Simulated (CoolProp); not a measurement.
Vapour-liquid equilibrium of CH2F2 (R32) (1) + R1234yf (2) at 246.9 K; x and y are mole fractions of (1).

The numbers come from the multi-fluid Helmholtz-energy mixture model, Tillner-Roth 1997 and Lemmon 2022; pair parameters Bell 2023 in CoolProp.

```tsv
x	bubble pressure, mixture model (bar)	bubble pressure, Raoult's law (bar)	y, mixture model	y, Raoult's law
0.05	1.346	1.265	0.171	0.126
0.15	1.687	1.467	0.397	0.325
0.25	1.989	1.669	0.538	0.477
0.35	2.248	1.871	0.633	0.596
0.45	2.464	2.073	0.702	0.691
0.55	2.645	2.275	0.757	0.770
0.65	2.798	2.477	0.806	0.835
0.75	2.930	2.679	0.852	0.891
0.85	3.046	2.881	0.902	0.939
0.95	3.144	3.083	0.963	0.981
```

The largest gap from Raoult's law is +20.1 % in bubble pressure, at x = 0.35. No azeotrope shows between x = 0.05 and 0.95.

Pair parameters are fitted to limited data, so mixtures are less certain than the pure fluids.
